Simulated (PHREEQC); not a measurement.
A solution holds 0.11 mol Al(NO3)3, 0.011 mol Na2CO3 and 3.2e-05 mol Cs2CO3 per kg of water, at 20 °C. Closed to the air; pH follows from the charge balance.

Computed with PHREEQC (ion-association model, wateq4f.dat).

This is a speciation only: nothing precipitates in the calculation.

Question: What pH does the model give?

Answer: pH 4.85.

Question: In which forms is Al present?

Answer: Al+3 82 %, AlOH+2 16 %, Al(OH)2+ 1.8 % of the Al.

Saturation is exceeded, for instance for Al(OH)3(a), Boehmite (slow to form); the values hold only as long as no solid forms.
